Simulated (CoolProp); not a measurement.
A Linde-Hampson liquefier for normal hydrogen: isothermal reversible compression at 290 K from 1 atm to 15 MPa, throttling to 1 atm, return gas leaving the recuperator 5 K below the feed. Each further row changes one setting.

Model: reference Helmholtz-energy equation of state, Leachman 2009, in CoolProp.

```
case                        compression work (kJ/kg of gas)
--------------------------  -------------------------------
as stated                                              6090
high pressure 30 MPa                                   7030
warm-end temperature 320 K                             6710
warm-end gap 10 K                                      6090
```
